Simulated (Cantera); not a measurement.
Input: 1 mol BF₃, 0.15 mol H₂O, 91 mol N₂, equilibrated at 10.0 Torr.

Equilibrium computed with Cantera from the NASA thermochemical tables; the gas is ideal and each condensed phase is pure. Candidate condensed phases: B, BN, B₂O₃, B₃O₃H₃, H₂O; 62 gas species. The tables' values for BF₂ are old estimates; treat these amounts as uncertain. Equilibrium is a limit: real reactors are often held back by kinetics, nucleation or transport. All values below are at 2125 K.

Base state: N₂ 0.986, BF₃ 0.00900, HF 0.00324, BOF 0.00162, F 0.000219, BF₂ 0.000208 (mole fractions); condensed: gas only.

Q: What changes in the equilibrium state with this change: BF₃ replaced by B₂O₃?

A: 
```tsv
species	before	after
N₂	0.986	0.986
B₂O₃	<1e-9	0.00854
HBO₂	<1e-9	0.00246
BF₃	0.00900	0
HF	0.00324	0
BOF	0.00162	0
BO₂	3.01e-9	0.00110
```
